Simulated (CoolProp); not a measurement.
R141b at several states: Z from the reference equation and from simpler models built on Tc = 204.4 °C, pc = 4.212 MPa, ω = 0.220; each cubic takes its own stable root.

Model: reference Helmholtz-energy equation of state, Lemmon 2006, in CoolProp. It is a short technical equation, of lower accuracy than the large ones.

```
T (°C)  p (MPa)   phase  reference
------  -------  ------  ---------
-50.85     6.29  liquid     0.2883
-47.85   0.0204  liquid  0.0009309
-86.75    0.103  liquid   0.005404
12.75    0.0555  liquid   0.002172
```

How far does each simpler model (van der Waals, Peng-Robinson) lie from the reference over these 4 states: mean and median of the absolute difference, and the worst?


- van der Waals: mean 37985.3 %, median 22706.9 %, worst +106463.5 % at -47.85 °C and 0.0204 MPa
- Peng-Robinson: mean 2.2 %, median 2.2 %, worst -3.5 % at 12.75 °C and 0.0555 MPa

At some of these states van der Waals gives the other phase, because its saturation line lies elsewhere.
